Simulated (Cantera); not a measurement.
## Thermodynamics of boron, boron nitride and boron oxide, feed borazine + O2 + H2

A closed system holds: 1 mol borazine, 1.3 mol O2, 15 mol H2, at 10000 Pa.

Cantera equilibrium calculation (NASA polynomials, part measured and part estimated; ideal gas, pure solids and liquids). Candidate condensed phases: B, BN, B2O3, B3O3H3, H2O; 39 gas species. The feed counts by its element totals alone. Mutual solubility and eutectic melting of coexisting phases are not modelled. The tables' values for BH2 are old estimates; treat these amounts as uncertain. Gases not in the tables: H3BO3, B2H6 and higher boranes. The numbers say what is thermodynamically allowed, not how fast it happens.

From 1673 K to 1723 K the condensed part is BN(s) + B2O3(l). From 1773 K to 2273 K the condensed part is BN(s). The share of B in condensed phases is highest at 1673 K (78.4 %) and lowest at 2273 K (12.4 %).

```csv
T (K),x H2,x HBO,x N2,x BO,x H,x B2O3,x B2O2,x HBO2,n BN(s),n B2O3(l)
1673,0.925,0.0119,0.0454,9.20e-5,0.000346,0.00508,0.000749,0.00998,1.26,0.548
1723,0.904,0.0212,0.0461,0.000250,0.000548,0.0112,0.00219,0.0138,1.20,0.295
1773,0.878,0.0332,0.0479,0.000585,0.000843,0.0181,0.00502,0.0157,1.09,0
1823,0.869,0.0418,0.0506,0.00107,0.00128,0.0158,0.00733,0.0120,0.971,0
1873,0.860,0.0506,0.0533,0.00183,0.00189,0.0127,0.00994,0.00888,0.846,0
1923,0.851,0.0588,0.0559,0.00297,0.00275,0.00944,0.0125,0.00625,0.726,0
1973,0.842,0.0656,0.0581,0.00454,0.00392,0.00645,0.0145,0.00419,0.622,0
2023,0.835,0.0706,0.0597,0.00658,0.00549,0.00408,0.0157,0.00268,0.541,0
2073,0.828,0.0737,0.0608,0.00913,0.00757,0.00242,0.0161,0.00165,0.483,0
2123,0.822,0.0751,0.0615,0.0122,0.0103,0.00138,0.0157,0.000998,0.444,0
2173,0.816,0.0752,0.0618,0.0158,0.0138,0.000763,0.0149,0.000594,0.417,0
2223,0.810,0.0742,0.0620,0.0199,0.0182,0.000415,0.0137,0.000351,0.394,0
2273,0.803,0.0722,0.0622,0.0245,0.0238,0.000223,0.0124,0.000207,0.371,0
```
x: gas mole fraction; n: condensed amount in mol.
